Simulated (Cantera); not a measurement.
Charge: 1 mol N2O, 3.6 mol O2, 0.63 mol SO2, at 8.00 bar.

These are equilibrium values from Cantera (NASA tables, ideal gas, pure condensed phases), not measurements of a reactor. Candidate condensed phases: S; 32 gas species. Ions and electrons are included (thermal ionisation). Equilibrium is a limit: real reactors are often held back by kinetics, nucleation or transport.

x: gas mole fraction; nothing condenses.

```json
[
 {"T (°C)": "1727", "x O": "0.000200", "x O2": "0.712", "x N2": "0.171", "x SO2": "0.109", "x NO": "0.00658", "x SO": "6.76e-6", "x S": "1.41e-10"},
 {"T (°C)": "1977", "x O": "0.00110", "x O2": "0.708", "x N2": "0.168", "x SO2": "0.109", "x NO": "0.0120", "x SO": "5.10e-5", "x S": "6.80e-9"},
 {"T (°C)": "2227", "x O": "0.00429", "x O2": "0.702", "x N2": "0.165", "x SO2": "0.109", "x NO": "0.0192", "x SO": "0.000256", "x S": "1.52e-7"},
 {"T (°C)": "2477", "x O": "0.0131", "x O2": "0.690", "x N2": "0.159", "x SO2": "0.108", "x NO": "0.0279", "x SO": "0.000956", "x S": "1.92e-6"},
 {"T (°C)": "2727", "x O": "…", "x O2": "0.669", "x N2": "0.153", "x SO2": "0.105", "x NO": "…", "x SO": "…", "x S": "…"},
 {"T (°C)": "2977", "x O": "0.0703", "x O2": "0.633", "x N2": "0.144", "x SO2": "0.0985", "x NO": "0.0469", "x SO": "0.00694", "x S": "9.51e-5"},
 {"T (°C)": "3227", "x O": "0.132", "x O2": "0.577", "x N2": "0.134", "x SO2": "0.0870", "x NO": "0.0549", "x SO": "0.0143", "x S": "0.000429"},
 {"T (°C)": "3477", "x O": "…", "x O2": "…", "x N2": "…", "x SO2": "…", "x NO": "0.0600", "x SO": "…", "x S": "…"},
 {"T (°C)": "3727", "x O": "0.334", "x O2": "0.404", "x N2": "0.111", "x SO2": "0.0493", "x NO": "0.0614", "x SO": "0.0355", "x S": "0.00423"},
 {"T (°C)": "3977", "x O": "0.457", "x O2": "0.303", "x N2": "0.0995", "x SO2": "0.0296", "x NO": "0.0590", "x SO": "0.0421", "x S": "0.00952"},
 {"T (°C)": "4227", "x O": "0.570", "x O2": "0.210", "x N2": "0.0905", "x SO2": "0.0150", "x NO": "0.0539", "x SO": "0.0415", "x S": "0.0175"},
 {"T (°C)": "4477", "x O": "0.661", "x O2": "0.137", "x N2": "0.0842", "x SO2": "0.00661", "x NO": "0.0475", "x SO": "0.0347", "x S": "0.0269"},
 {"T (°C)": "4727", "x O": "0.725", "x O2": "0.0858", "x N2": "0.0801", "x SO2": "0.00262", "x NO": "0.0411", "x SO": "0.0256", "x S": "0.0359"}
]
```

Fill in the missing entries.


- 2727, x O: 0.0327
- 2727, x NO: 0.0375
- 2727, x SO: 0.00283
- 2727, x S: 1.60e-5
- 3477, x O: 0.222
- 3477, x O2: 0.499
- 3477, x N2: 0.123
- 3477, x SO2: 0.0700
- 3477, x SO: 0.0247
- 3477, x S: 0.00151
